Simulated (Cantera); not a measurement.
What does this Cantera script print?

```python
import numpy as np
import cantera as ct

gas = ct.Solution("gri30.yaml")
gas.TPX = 1275, 100000, {'CH4': 1, 'H2O': 0.36}
reactor = ct.IdealGasConstPressureReactor(gas, energy="off", clone=False)
net = ct.ReactorNet([reactor])
net.rtol, net.atol = 1e-08, 1e-18
show = ['CH4', 'H2O', 'CH2', 'H', 'HO2']
times = np.geomspace(3e-06, 300, 12)

steps = ct.SolutionArray(gas, extra=["t"])
rows = []
print(f"{'t/s':>10s}{'T/K':>9s}{'P/Pa':>11s}" + "".join(f"{s:>11s}" for s in show))
for t in times:
    while net.time < t:
        t_next = net.step()
        steps.append(gas.state, t=t_next)
    rows.append([np.interp(t, steps.t, y) for y in (steps.T, steps.P, *steps(*show).X.T)])
    print(f"{t:10.3e}{rows[-1][0]:9.1f}{rows[-1][1]:11.4g}" + "".join(f"{x:11.3e}" for x in rows[-1][2:]))
rate = np.gradient(steps.T, steps.t)
print("integrator steps:", len(steps.t))
if steps.T.max() > steps.T[0] + 200:
    print(f"time of steepest temperature rise: {steps.t[rate.argmax()]:.4e} s")
gas.TPX = 1275, 100000, {'CH4': 1, 'H2O': 0.36}
gas.equilibrate("TP")
print(f"equilibrium (TP): T = {gas.T:.1f} K  " + "  ".join(f"{s} {gas[s].X[0]:.3e}" for s in show))
```

Result:

```
       t/s      T/K       P/Pa        CH4        H2O        CH2          H        HO2
 3.000e-06   1275.0      1e+05  7.353e-01  2.647e-01  8.013e-18  3.244e-10  5.741e-28
 1.601e-05   1275.0      1e+05  7.353e-01  2.647e-01  2.085e-16  3.245e-10  3.900e-26
 8.544e-05   1275.0      1e+05  7.353e-01  2.647e-01  5.786e-15  3.245e-10  5.248e-24
 4.560e-04   1275.0      1e+05  7.353e-01  2.647e-01  1.535e-13  3.268e-10  1.097e-21
 2.433e-03   1275.0      1e+05  7.353e-01  2.647e-01  1.394e-12  3.474e-10  3.873e-20
 1.299e-02   1275.0      1e+05  7.352e-01  2.647e-01  1.739e-12  3.703e-10  5.391e-20
 6.930e-02   1275.0      1e+05  7.350e-01  2.647e-01  2.552e-12  5.043e-10  9.110e-20
 3.699e-01   1275.0      1e+05  7.332e-01  2.646e-01  5.232e-12  1.676e-09  2.413e-19
 1.974e+00   1275.0      1e+05  7.212e-01  2.632e-01  6.697e-12  1.022e-08  3.090e-19
 1.053e+01   1275.0      1e+05  6.590e-01  2.541e-01  1.136e-11  5.179e-08  2.365e-19
 5.621e+01   1275.0      1e+05  4.760e-01  2.286e-01  2.065e-11  2.442e-07  4.787e-19
 3.000e+02   1275.0      1e+05  4.251e-01  1.974e-01  2.004e-11  3.878e-07  6.757e-19
integrator steps: 1346
equilibrium (TP): T = 1275.0 K  CH4 2.883e-01  H2O 9.437e-06  CH2 3.400e-12  H 5.414e-07  HO2 9.006e-28
```

Detailed kinetics in Cantera: GRI-Mech 3.0 (53 species, 325 reactions). GRI-Mech 3.0 stops at C3 and has no aromatics, soot or wall deposition, so with more carbon than oxygen in the feed, carbon stays in small species such as C2H2 where larger ones or solid carbon would form.
